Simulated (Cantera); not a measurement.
A perfectly stirred reactor is fed with 30.3 % CH4, 69.7 % N2, at 0.0711 atm; it is held at 1523 K, and followed from long to short residence time.

Model: GRI-Mech 3.0 (53 species, 325 reactions), integrated in Cantera. GRI-Mech 3.0 stops at C3 and has no aromatics, soot or wall deposition, so with more carbon than oxygen in the feed, carbon stays in small species such as C2H2 where larger ones or solid carbon would form.

Predict: x(CH4) at τ = 1.30 s; x(C2H6) at τ = 1.30 s; x(C2H2) at τ = 1.30 s; x(H2) at τ = 1.30 s; x(H) at τ = 1.30 s; x(CH4) at τ = 63.0 ms; x(C2H6) at τ = 63.0 ms; x(C2H2) at τ = 63.0 ms; x(H2) at τ = 63.0 ms; x(H) at τ = 63.0 ms.


```
Item                       Value
----------------------  --------
x(CH4) at τ = 1.30 s       0.184
x(C2H6) at τ = 1.30 s   0.000107
x(C2H2) at τ = 1.30 s     0.0437
x(H2) at τ = 1.30 s        0.135
x(H) at τ = 1.30 s       1.25e-5
x(CH4) at τ = 63.0 ms      0.291
x(C2H6) at τ = 63.0 ms  0.000276
x(C2H2) at τ = 63.0 ms   0.00192
x(H2) at τ = 63.0 ms      0.0115
x(H) at τ = 63.0 ms      1.39e-6
```
